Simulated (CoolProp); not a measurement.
n-undecane at 293.15 K and 6.88 MPa is throttled through a valve to 0.701 MPa with no heat exchange. Each further row changes one setting.

Model: reference Helmholtz-energy equation of state, Aleksandrov 2011, in CoolProp. It is a short technical equation, of lower accuracy than the large ones.

```json
[
 {"case": "as stated", "temperature change (K)": "___", "final density (kg/m³)": "739"},
 {"case": "outlet pressure 0.21 MPa", "temperature change (K)": "___", "final density (kg/m³)": "___"},
 {"case": "outlet pressure 0.911 MPa", "temperature change (K)": "+2.6", "final density (kg/m³)": "739"}
]
```

### Question
Some entries are withheld; supply them.

### Answer

- as stated, temperature change (K): +2.7
- outlet pressure 0.21 MPa, temperature change (K): +2.9
- outlet pressure 0.21 MPa, final density (kg/m³): 738
